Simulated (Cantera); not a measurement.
Feed: 1 mol C2H5OH, 0.16 mol CO2, 0.2 mol N2, equilibrated at 2700 °C and 13300 Pa.

Cantera equilibrium calculation (NASA polynomials, part measured and part estimated; ideal gas, pure solids and liquids). Candidate condensed phases: C, C6H6, C7H8, C8H18, H2O; 136 gas species. Rates play no part.

Base state: H2 0.411, H 0.255, CO 0.254, N2 0.0261, C2H2 (acetylene) 0.0237, HCN 0.0198, HNC 0.00365, C2H 0.00243 (mole fractions); condensed: C(graphite).

Question: What changes in the equilibrium state with this change: temperature from 2700 °C to 1550 °C?

Answer: 
```
species             before     after
----------------  --------  --------
H2                   0.411     0.662
CO                   0.254     0.292
N2                  0.0261    0.0436
H                    0.255  0.000966
C2H2 (acetylene)    0.0237  0.000140
HCN                 0.0198   0.00117
C3                 0.00175     <1e-9
C2H                0.00243   1.97e-9
C                 0.000294     <1e-9
C(graphite), mol     0.395     0.833
```
